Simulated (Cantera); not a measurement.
A freely propagating, adiabatic, planar premixed flame of 3.39 % C₃H₈, 19.3 % O₂, 72.6 % N₂, 4.75 % H₂O, equivalence ratio 0.88, unburnt at 473 K and 12000 Pa; mixture-averaged transport, grid criteria slope 0.08 and curve 0.16, no radiation.

Detailed kinetics in Cantera: GRI-Mech 3.0 (53 species, 325 reactions). GRI-Mech 3.0 was tuned for natural gas; its chemistry of propane as a main component is partial and can be far from experiment. Burning velocities carry a grid error of a few per cent, more on coarse grids.

x: mole fraction of selected species; z is measured from the peak of heat release.

| z (mm) | T (K) | u (m/s) | x C₃H₈ | x O₂ | x H₂O | x O | x NO | x HCO |
|---|---|---|---|---|---|---|---|---|
| -6.70 | 473 | 1.19 | 0.0339 | 0.193 | 0.0475 | <1e-8 | <1e-8 | <1e-8 |
| -4.47 | 474 | 1.19 | 0.0339 | 0.192 | 0.0475 | <1e-8 | <1e-8 | <1e-8 |
| -3.35 | 476 | 1.20 | 0.0338 | 0.192 | 0.0478 | <1e-8 | <1e-8 | <1e-8 |
| -2.23 | 501 | 1.27 | 0.0335 | 0.189 | 0.0503 | 2.56e-8 | 1.85e-8 | <1e-8 |
| -1.12 | ___ | 1.99 | 0.0272 | 0.165 | 0.0729 | 2.84e-6 | 2.81e-7 | 4.65e-7 |
| -0.558 | ___ | 3.04 | 0.0110 | 0.128 | 0.102 | 8.93e-5 | 8.10e-7 | 2.12e-5 |
| 0 | ___ | 4.11 | 0.000546 | 0.0846 | 0.132 | 0.00119 | 1.90e-6 | 9.51e-5 |
| 0.558 | 1659 | 4.53 | 1.48e-6 | 0.0590 | 0.146 | 0.00443 | 3.37e-6 | 2.68e-5 |
| 1.12 | 1693 | 4.61 | <1e-8 | 0.0484 | 0.150 | 0.00667 | 4.40e-6 | 1.91e-6 |
| 2.23 | 1722 | 4.66 | <1e-8 | 0.0415 | 0.149 | 0.00776 | 5.46e-6 | 2.35e-8 |
| 4.47 | 1757 | 4.73 | <1e-8 | 0.0380 | 0.147 | 0.00776 | 6.75e-6 | 1.30e-8 |
| 8.93 | 1801 | 4.84 | <1e-8 | 0.0362 | 0.149 | 0.00709 | 8.97e-6 | <1e-8 |
| 17.9 | 1862 | 4.98 | <1e-8 | 0.0345 | 0.153 | 0.00591 | 1.29e-5 | <1e-8 |

**Question.** What belongs in the gaps?

**Answer.** 
- -1.12, T (K): 771
- -0.558, T (K): 1141
- 0, T (K): 1509
